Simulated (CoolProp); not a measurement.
Propylene along the isotherm 220.9 K: Z from the reference equation and from simpler models built on Tc = 364.2 K, pc = 4.555 MPa, ω = 0.146; each cubic takes its own stable root.

Computed with CoolProp (reference Helmholtz-energy equation of state, Lemmon 2013).

```
p (MPa)   phase  reference  Redlich-Kwong  Soave-Redlich-Kwong
-------  ------  ---------  -------------  -------------------
3.5      liquid     0.1295         0.1391               0.1374
7.01     liquid     0.2578         0.2761               0.2732
10.5     liquid     0.3842         0.4104               0.4063
14       liquid     0.5096         0.5433               0.5383
17.5     liquid     0.6340         0.6747               0.6689
21       liquid     0.7573         0.8047               0.7983
24.5     liquid     0.8796         0.9336               0.9266
28       liquid      1.001          1.061                1.054
31.5     liquid      1.121          1.188                1.180
35       liquid      1.241          1.314                1.306
38.5     liquid      1.360          1.439                1.431
42       liquid      1.478          1.564                1.555
45.5     liquid      1.596          1.688                1.678
```
